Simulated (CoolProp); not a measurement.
Values from CoolProp's reference Helmholtz-energy equation of state, Lemmon 2006. It is a short technical equation, of lower accuracy than the large ones.

Problem. For acetone, give the phase and the speed of sound (m/s), expansivity (1/kK) at 550 K and 2.35 MPa; 550 K and 5.63 MPa; 550 K and 6.1 MPa.

Solution. 
- 550 K and 2.35 MPa: gas; speed of sound 253, expansivity 3.23
- 550 K and 5.63 MPa: supercritical; speed of sound 194, expansivity 10.4
- 550 K and 6.1 MPa: supercritical; speed of sound 185, expansivity 13.2
